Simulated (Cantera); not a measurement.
Feed: 1 mol CH₂F₂, 2.2 mol H₂, equilibrated at 3325 K and 21.0 Pa.

Equilibrium computed with Cantera from the NASA thermochemical tables; the gas is ideal and each condensed phase is pure. Candidate condensed phases: C, C₆H₆, C₇H₈, C₈H₁₈; 95 gas species. Rates play no part.

Base state: H 0.678, F 0.199, C 0.101, HF 0.0177, C₂ 0.00241, CF 0.00109, H₂ 0.000637, C₃ 0.000575 (mole fractions); condensed: gas only.

### Question
What changes in the equilibrium state with this change: H₂ from 2.2 to 0.23 mol?

### Answer
```csv
species,before,after
H,0.678,0.445
F,0.199,0.355
C,0.101,0.166
HF,0.0177,0.0208
C₃,0.000575,0.00254
CF,0.00109,0.00318
```

### Question
What changes in the equilibrium state with this change: H₂ from 2.2 to 0.12 mol?

### Answer
```tsv
species	before	after
H	0.678	0.422
F	0.199	0.372
C	0.101	0.172
HF	0.0177	0.0207
C₃	0.000575	0.00283
CF	0.00109	0.00345
C₂	0.00241	0.00697
H₂	0.000637	0.000247
C₂H	1.71e-5	3.08e-5
```

### Question
What changes in the equilibrium state with this change: CH₂F₂ replaced by c-C₄F₈?

### Answer
```json
[
 {"species": "F", "before": "0.199", "after": "0.487"},
 {"species": "H", "before": "0.678", "after": "0.263"},
 {"species": "C", "before": "0.101", "after": "0.212"},
 {"species": "C₂", "before": "0.00241", "after": "0.0106"},
 {"species": "HF", "before": "0.0177", "after": "0.0168"},
 {"species": "C₃", "before": "0.000575", "after": "0.00529"},
 {"species": "H₂", "before": "0.000637", "after": "9.59e-5"},
 {"species": "CF", "before": "0.00109", "after": "0.00557"}
]
```
The feed counts by its element totals alone.
